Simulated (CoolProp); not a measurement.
A single-stage vapour-compression cycle with dimethyl ether: evaporating at 282.15 K (dew point), condensing at 331.15 K (bubble point), superheat 10 K, subcooling 0 K, compressor efficiency 0.8, no pressure losses. Each further row changes one setting.

Computed with CoolProp (reference Helmholtz-energy equation of state, Wu 2011).

```
case                              cooling COP  pressure ratio  discharge temperature (K)  refrigerating effect (kJ/kg)  volumetric capacity (kJ/m³)
--------------------------------  -----------  --------------  -------------------------  ----------------------------  ---------------------------
as stated                                3.67            3.83                      360.7                           317                         2340
evaporating temperature 287.15 K         4.24               ?                          ?                             ?                            ?
condensing temperature 326.15 K             ?            3.40                      354.4                           330                         2440
subcooling 5 K                           3.82            3.83                      360.7                           330                         2440
superheat 20 K                              ?            3.83                      371.1                           332                         2360
compressor efficiency 0.7                3.21            3.83                          ?                           317                         2340
```

**Question.** Fill in the missing entries.

**Answer.** 
- evaporating temperature 287.15 K, pressure ratio: 3.26
- evaporating temperature 287.15 K, discharge temperature (K): 358.1
- evaporating temperature 287.15 K, refrigerating effect (kJ/kg): 322
- evaporating temperature 287.15 K, volumetric capacity (kJ/m³): 2780
- condensing temperature 326.15 K, cooling COP: 4.21
- superheat 20 K, cooling COP: 3.69
- compressor efficiency 0.7, discharge temperature (K): 367.2
